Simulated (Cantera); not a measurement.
A closed system holds: 1 mol n-butane, 28 mol H₂, 4 mol N₂, held at 1450 K and 6.20 bar.

These are equilibrium values from Cantera (NASA tables, ideal gas, pure condensed phases), not measurements of a reactor. Candidate condensed phases: C, C₆H₆, C₇H₈, C₈H₁₈; 92 gas species. Rates play no part.

Base state: H₂ 0.874, N₂ 0.110, CH₄ 0.0157, HCN 0.000227, NH₃ 0.000121, C₂H₄ 1.10e-5 (mole fractions); condensed: C(graphite).

Question: What changes in the equilibrium state with this change: temperature from 1450 K to 848 K?

Answer: 
```csv
species,before,after
H₂,0.874,0.756
CH₄,0.0157,0.122
N₂,0.110,0.120
HCN,0.000227,4.72e-9
C₂H₄,1.10e-5,2.59e-9
NH₃,0.000121,0.00267
"C(graphite), mol",3.42,0
```
